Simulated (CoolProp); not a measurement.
R236FA along the isobar 5.24 bar: Z from the reference equation and from simpler models built on Tc = 124.9 °C, pc = 31.91 bar, ω = 0.377; each cubic takes its own stable root.

Values from CoolProp's reference Helmholtz-energy equation of state, Pan 2012.

| T (°C) | phase | reference |
|---|---|---|
| -53.85 | liquid | 0.02730 |
| -38.85 | liquid | 0.02624 |
| -23.75 | liquid | 0.02536 |
| -8.65 | liquid | 0.02465 |
| 6.35 | liquid | 0.02409 |
| 21.45 | liquid | 0.02369 |
| 36.45 | liquid | 0.02344 |
| 51.55 | gas | 0.8636 |
| 66.65 | gas | 0.8877 |
| 81.65 | gas | 0.9061 |
| 96.75 | gas | 0.9206 |
| 111.75 | gas | 0.9322 |
| 126.85 | gas | 0.9417 |

Problem. How far does each simpler model (Redlich-Kwong, Soave-Redlich-Kwong, Peng-Robinson) lie from the reference over these 13 states: mean and median of the absolute difference, and the worst?

Solution. 
- Redlich-Kwong: mean 287.4 %, median 15.8 %, worst +3628.2 % at 36.45 °C and 5.24 bar
- Soave-Redlich-Kwong: mean 6.1 %, median 10.4 %, worst +11.6 % at 36.45 °C and 5.24 bar
- Peng-Robinson: mean 1.2 %, median 1.1 %, worst -2.3 % at 6.35 °C and 5.24 bar

At some of these states Redlich-Kwong gives the other phase, because its saturation line lies elsewhere.
